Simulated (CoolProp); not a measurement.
Neopentane at several states: fugacity coefficient from the reference equation and from simpler models built on Tc = 160.6 °C, pc = 3.196 MPa, ω = 0.196; each cubic takes its own stable root.

Computed with CoolProp (reference Helmholtz-energy equation of state, Lemmon 2006). It is a short technical equation, of lower accuracy than the large ones.

```json
[
 {"T (°C)": "139.45", "p (MPa)": "0.0578", "phase": "gas", "reference": "0.9929", "van der Waals": "0.9939", "Soave-Redlich-Kwong": "0.9928", "Peng-Robinson": "0.9921"},
 {"T (°C)": "205.85", "p (MPa)": "11", "phase": "supercritical", "reference": "0.4153", "van der Waals": "0.4333", "Soave-Redlich-Kwong": "0.4389", "Peng-Robinson": "0.4069"},
 {"T (°C)": "127.65", "p (MPa)": "0.493", "phase": "gas", "reference": "0.9337", "van der Waals": "0.9448", "Soave-Redlich-Kwong": "0.9331", "Peng-Robinson": "0.9272"},
 {"T (°C)": "234.95", "p (MPa)": "1.28", "phase": "gas", "reference": "0.9212", "van der Waals": "0.9205", "Soave-Redlich-Kwong": "0.9224", "Peng-Robinson": "0.9109"},
 {"T (°C)": "28.15", "p (MPa)": "0.115", "phase": "gas", "reference": "0.9610", "van der Waals": "0.9750", "Soave-Redlich-Kwong": "0.9639", "Peng-Robinson": "0.9621"},
 {"T (°C)": "219.55", "p (MPa)": "1.24", "phase": "gas", "reference": "0.9153", "van der Waals": "0.9167", "Soave-Redlich-Kwong": "0.9160", "Peng-Robinson": "0.9045"}
]
```
